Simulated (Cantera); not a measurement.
A Cantera script and what it prints.

```python
import numpy as np
import cantera as ct

gas_names = [...]  # 86 gases of nasa_gas.yaml made of C, H
cond_names = """
    C(gr) C6H6(L) C7H8(L) C8H18(L),n-octa
""".split()


# ... load() reads the species with a 1 bar reference pressure and builds the phases ...
atoms = {
    'C2H2': {'C': 2, 'H': 2},
    'H2': {'H': 2},
}
top_T = {'C(gr)': 4500}  # K; cautious upper limits of use, not melting points


# ... equilibrate(T, P, feed) seeds the gas with the atoms and calls Mixture.equilibrate('TP', solver="vcs", rtol=1e-11, max_steps=5000) ...
results = []
feed = {'C2H2': 1, 'H2': 0.74}  # mol
P = 35000  # Pa
for T in [2000, 2250, 2500, 2750, 3000, 3250, 3500, 3750, 4000, 4250, 4500, 4750, 5000]:
    mix = equilibrate(T, P, feed)
    results.append((T, P, feed, dict(zip(mix.species_names, mix.species_moles))))

top = {s: max(r[3][s] / sum(r[3][g] for g in gas_names) for r in results) for s in gas_names}
cols = sorted((s for s in top if top[s] > 0.001), key=lambda s: -top[s])[:8]
seen = [c for c in cond_names if any(r[3].get(c, 0) > 1e-12 for r in results)]
print("log10 of partial pressures in bar; condensed amounts in mol")
print(f"{'T/K':>10s}" + "".join(f"{s[:9]:>10s}" for s in cols + seen))
for T, P, feed, n in results:
    ng = sum(n[g] for g in gas_names)
    print(f"{T:10.4g}" + "".join(f"{np.log10(max(n[s] / ng * P / 1e5, 1e-99)):10.3f}" for s in cols)
          + "".join(f"{n.get(c, 0):10.4g}" for c in seen))
```

It prints:

```
log10 of partial pressures in bar; condensed amounts in mol
       T/K        H2         H         C        C3 C2H2,acet        C2       C2H        C5     C(gr)
      2000    -0.458    -3.018   -10.517   -10.557    -3.572   -11.630    -7.860   -14.261     1.997
      2250    -0.463    -2.361    -8.439    -8.187    -2.938    -9.242    -6.237   -11.238     1.988
      2500    -0.479    -1.839    -6.779    -6.304    -2.445    -7.339    -4.949    -8.830     1.963
      2750    -0.518    -1.424    -5.423    -4.773    -2.069    -5.787    -3.910    -6.869     1.906
      3000    -0.597    -1.100    -4.295    -3.506    -1.803    -4.499    -3.071    -5.243     1.797
      3250    -0.742    -0.864    -3.342    -2.441    -1.658    -3.413    -2.402    -3.875     1.557
      3500    -1.022    -0.740    -2.527    -1.534    -1.690    -2.485    -1.910    -2.709    0.5217
      3750    -1.312    -0.655    -2.032    -1.384    -2.187    -2.104    -1.929    -2.755         0
      4000    -1.622    -0.609    -1.667    -1.457    -2.812    -1.907    -2.110    -3.134         0
      4250    -1.963    -0.601    -1.374    -1.611    -3.490    -1.793    -2.363    -3.618         0
      4500    -2.305    -0.614    -1.159    -1.882    -4.221    -1.781    -2.697    -4.272         0
      4750    -2.624    -0.631    -1.024    -2.299    -5.001    -1.886    -3.118    -5.146         0
      5000    -2.902    -0.643    -0.955    -2.830    -5.800    -2.086    -3.598    -6.196         0
```

These are equilibrium values from Cantera (NASA tables, ideal gas, pure condensed phases), not measurements of a reactor.
